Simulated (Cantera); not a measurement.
A closed system holds: 1 mol H₂S, 1.5 mol H₂, 36 mol N₂, held at 5.00 bar.

These are equilibrium values from Cantera (NASA tables, ideal gas, pure condensed phases), not measurements of a reactor. Candidate condensed phases: S; 28 gas species. Ions and electrons are included (thermal ionisation). The numbers say what is thermodynamically allowed, not how fast it happens.

**Question.** At 4750 K, list the 7 most abundant gas species with their mole fractions, and the condensed phases.

**Answer.** N₂ 0.853, H 0.113, S 0.0231, N 0.00738, H₂ 0.00278, SH 0.000371, SN 0.000226. Condensed: gas only.
